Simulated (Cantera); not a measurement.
**Carbon deposition, reforming and gasification: CH4 + CO2 + H2O**

Feed: 1 mol CH4, 0.091 mol CO2, 0.023 mol H2O, equilibrated at 57.0 mbar.

Equilibrium computed with Cantera from the NASA thermochemical tables; the gas is ideal and each condensed phase is pure. Candidate condensed phases: C, C6H6, C7H8, C8H18, H2O; 131 gas species. Ions and electrons are included (thermal ionisation). Kinetics and transport are ignored.

| T (K) | x H2 | x H | x C | x CO | x C3 | x C2H2 (acetylene) | x C2 | x C2H | n C(graphite) |
|---|---|---|---|---|---|---|---|---|---|
| 2500 | 0.809 | 0.0947 | 2.92e-6 | 0.0877 | 8.72e-6 | 0.00875 | 8.03e-7 | 7.36e-5 | 0.844 |
| 2750 | 0.665 | 0.234 | 6.62e-5 | 0.0812 | 0.000296 | 0.0187 | 2.86e-5 | 0.000762 | 0.783 |
| 3000 | 0.447 | 0.442 | 0.000889 | 0.0708 | 0.00547 | 0.0278 | 0.000556 | 0.00473 | 0.633 |
| 3250 | 0.217 | 0.627 | 0.00722 | 0.0568 | 0.0472 | 0.0216 | 0.00556 | 0.0149 | 0 |
| 3500 | 0.0948 | 0.762 | 0.0231 | 0.0491 | 0.0446 | 0.00400 | 0.0113 | 0.0101 | 0 |
| 3750 | 0.0370 | 0.808 | 0.0566 | 0.0450 | 0.0304 | 0.000596 | 0.0167 | 0.00519 | 0 |
| 4000 | 0.0145 | 0.805 | 0.105 | 0.0424 | 0.0132 | 7.27e-5 | 0.0168 | 0.00197 | 0 |
| 4250 | 0.00623 | 0.794 | 0.144 | 0.0409 | 0.00318 | 7.01e-6 | 0.0107 | 0.000521 | 0 |
| 4500 | 0.00297 | 0.789 | 0.162 | 0.0403 | 0.000541 | 6.37e-7 | 0.00514 | 0.000115 | 0 |
| 4750 | 0.00154 | 0.788 | 0.168 | 0.0400 | 9.16e-5 | 6.62e-8 | 0.00234 | 2.63e-5 | 0 |
| 5000 | 0.000854 | 0.787 | 0.171 | 0.0395 | 1.75e-5 | 8.32e-9 | 0.00111 | 6.72e-6 | 0 |
x: gas mole fraction; n: condensed amount in mol.

From 2500 K to 3000 K the condensed part is C(graphite). From 3250 K to 5000 K nothing is condensed. The main C-bearing gas is CO at 2500 K and C at 5000 K.
